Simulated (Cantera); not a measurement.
Charge: 1 mol SiH₂Cl₂, 30 mol NO, 5.2 mol H₂, 0.12 mol O₃, equilibrated at 1625 K and 2.80 mbar.

Method: chemical equilibrium by Gibbs-energy minimisation in Cantera with the NASA 1993 tables (ideal gas, pure condensed phases). Candidate condensed phases: H₂O, NH₄Cl, Si, SiO₂, Si₂N₂O, Si₃N₄; 47 gas species. The tables hold silica as quartz up to 1696 K and as liquid above; real silica turns to tridymite and cristobalite and melts near 1996 K. Kinetics and transport are ignored.

Base state: N₂ 0.442, O₂ 0.339, H₂O 0.157, HCl 0.0511, Cl 0.00798, NO 0.00205, OH 0.00131, O 0.000214 (mole fractions); condensed: SiO₂(β-quartz).

Problem. What changes in the equilibrium state with this change: H₂ from 5.2 to 1.1 mol?

Solution. 
```tsv
species	before	after
N₂	0.442	0.470
O₂	0.339	0.423
HCl	0.0511	0.0475
H₂O	0.157	0.0418
Cl	0.00798	0.0152
H₂	4.52e-5	1.08e-5
Cl₂	1.10e-5	4.00e-5
SiO₂(β-quartz), mol	1.000	1.000
```
